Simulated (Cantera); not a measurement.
Input: 1 mol PbO, 0.39 mol CH₄, 2.1 mol CO, equilibrated at 1.33 mbar.

Method: chemical equilibrium by Gibbs-energy minimisation in Cantera with the NASA 1993 tables (ideal gas, pure condensed phases). Candidate condensed phases: C, C₆H₆, C₇H₈, C₈H₁₈, H₂O, Pb, PbO, PbO₂, Pb₃O₄; 113 gas species. The numbers say what is thermodynamically allowed, not how fast it happens.

x: gas mole fraction; n: condensed amount in mol.

```json
[
 {"T (K)": "1048", "x CO": "0.594", "x Pb": "0.0335", "x H₂": "0.192", "x CO₂": "0.142", "x H": "9.27e-8", "x H₂O": "0.0386", "x O": "<1e-12", "x OH": "5.87e-11", "n Pb(l)": "0.887"},
 {"T (K)": "1198", "x CO": "0.481", "x Pb": "0.234", "x H₂": "0.142", "x CO₂": "(withheld)", "x H": "(withheld)", "x H₂O": "0.0410", "x O": "<1e-12", "x OH": "(withheld)", "n Pb(l)": "0"},
 {"T (K)": "1348", "x CO": "0.490", "x Pb": "0.234", "x H₂": "0.133", "x CO₂": "0.0933", "x H": "2.31e-5", "x H₂O": "0.0496", "x O": "2.25e-11", "x OH": "1.39e-7", "n Pb(l)": "0"},
 {"T (K)": "1498", "x CO": "0.497", "x Pb": "0.234", "x H₂": "0.126", "x CO₂": "0.0863", "x H": "0.000167", "x H₂O": "0.0565", "x O": "2.44e-9", "x OH": "2.12e-6", "n Pb(l)": "0"},
 {"T (K)": "1648", "x CO": "0.502", "x Pb": "0.234", "x H₂": "0.120", "x CO₂": "0.0807", "x H": "(withheld)", "x H₂O": "0.0619", "x O": "(withheld)", "x OH": "(withheld)", "n Pb(l)": "0"},
 {"T (K)": "1798", "x CO": "0.506", "x Pb": "0.234", "x H₂": "0.115", "x CO₂": "0.0763", "x H": "0.00327", "x H₂O": "0.0659", "x O": "2.72e-6", "x OH": "0.000123", "n Pb(l)": "0"},
 {"T (K)": "1948", "x CO": "0.507", "x Pb": "0.232", "x H₂": "0.108", "x CO₂": "0.0728", "x H": "0.0102", "x H₂O": "0.0681", "x O": "4.04e-5", "x OH": "0.000580", "n Pb(l)": "0"},
 {"T (K)": "2098", "x CO": "0.505", "x Pb": "0.230", "x H₂": "0.0985", "x CO₂": "0.0698", "x H": "0.0264", "x H₂O": "0.0672", "x O": "0.000410", "x OH": "0.00214", "n Pb(l)": "0"},
 {"T (K)": "2248", "x CO": "0.497", "x Pb": "0.224", "x H₂": "0.0839", "x CO₂": "0.0652", "x H": "0.0583", "x H₂O": "0.0599", "x O": "0.00298", "x OH": "0.00623", "n Pb(l)": "0"},
 {"T (K)": "2398", "x CO": "0.484", "x Pb": "0.213", "x H₂": "0.0650", "x CO₂": "0.0525", "x H": "0.110", "x H₂O": "0.0416", "x O": "0.0146", "x OH": "0.0129", "n Pb(l)": "0"}
]
```

Q: What belongs in the gaps?

A: 
- 1648, x H: 0.000846
- 1648, x O: 1.12e-7
- 1648, x OH: 1.96e-5
- 1198, x CO₂: 0.102
- 1198, x H: 1.96e-6
- 1198, x OH: 4.48e-9
